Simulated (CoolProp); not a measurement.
Methane at 293.15 K and 0.195 MPa flows at 0.051 m/s in a round tube of 2 mm bore and 15 µm roughness, fully developed (64/Re and Nu = 3.66 if laminar; Colebrook and Gnielinski if turbulent). Each further row changes one setting.

Computed with CoolProp (reference Helmholtz-energy equation of state, Setzmann 1991).

| case | Reynolds number | Darcy friction factor | pressure drop (Pa/m) | heat-transfer coefficient (W/(m² K)) | mass flow (kg/h) |
|---|---|---|---|---|---|
| as stated | 11.9 | 5.38 | 4.51 | 61.3 | 0.000743 |
| velocity 0.102 m/s | 23.8 | 2.69 | 9.02 | 61.3 | 0.00149 |
| diameter 4 mm | 23.8 | 2.69 | 1.13 | 30.7 | 0.00297 |

Viscosity comes from a separate model (Quiñones-Cisneros 2006). Thermal conductivity comes from a separate model (Friend 1989).
